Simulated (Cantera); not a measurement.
FeS + H2S + H2O (roasting and sulfation)

Input: 1 mol FeS, 1.2 mol H2S, 4.1 mol H2O, at 877 °C.

Equilibrium computed with Cantera from the NASA thermochemical tables; the gas is ideal and each condensed phase is pure. Candidate condensed phases: Fe, FeO, Fe(OH)2, Fe(OH)3, FeS, FeSO4, FeS2, Fe2O3, Fe2(SO4)3, Fe3O4, H2O, H2SO4, S; 22 gas species. FeS: taken at fixed stoichiometry. Gases not in the tables: S3 to S7. Rates play no part.

From 1000 Pa to 2000000 Pa the condensed part is FeS(s).

| P (Pa) | x H2O | x H2S | x H2 | x S2 | n FeS(s) |
|---|---|---|---|---|---|
| 1000 | 0.715 | 0.0976 | 0.126 | 0.0545 | 1.00 |
| 2600 | 0.725 | 0.119 | 0.105 | 0.0453 | 1.00 |
| 6700 | 0.734 | 0.140 | 0.0856 | 0.0364 | 1.00 |
| 17000 | 0.741 | 0.158 | 0.0685 | 0.0286 | 1.00 |
| 45000 | 0.748 | 0.174 | 0.0534 | 0.0216 | 1.00 |
| 120000 | 0.753 | 0.187 | 0.0410 | 0.0159 | 1.00 |
| 300000 | 0.757 | 0.197 | 0.0318 | 0.0117 | 1.00 |
| 770000 | 0.760 | 0.204 | 0.0244 | 0.00838 | 1.00 |
| 2000000 | 0.763 | 0.210 | 0.0186 | 0.00587 | 1.00 |
x: gas mole fraction; n: condensed amount in mol.
